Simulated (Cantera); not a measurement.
Input: 1 mol Fe(CO)5, 72 mol N2, equilibrated at 948.15 K and 0.680 bar.

These are equilibrium values from Cantera (NASA tables, ideal gas, pure condensed phases), not measurements of a reactor. Candidate condensed phases: C, Fe, Fe(CO)5, FeO, Fe2O3, Fe3O4; 27 gas species. Condensed phases not in the tables: cementite and carbon dissolved in iron. Rates play no part.

Base state: N2 0.939, CO 0.0574, CO2 0.00391 (mole fractions); condensed: C(graphite) + Fe(α).

### Question
What changes in the equilibrium state with this change: N2 from 72 to 6.8 mol?

### Answer
```
species            before   after
----------------  -------  ------
N2                  0.939   0.676
CO                 0.0574   0.250
CO2               0.00391  0.0740
C(graphite), mol    0.300    1.74
Fe(α), mol           1.00       0
FeO(s), mol             0    1.00
```
The tables' stoichiometric FeO is somewhat more stable than real wüstite, so its field is too wide. FeO: taken at fixed stoichiometry.
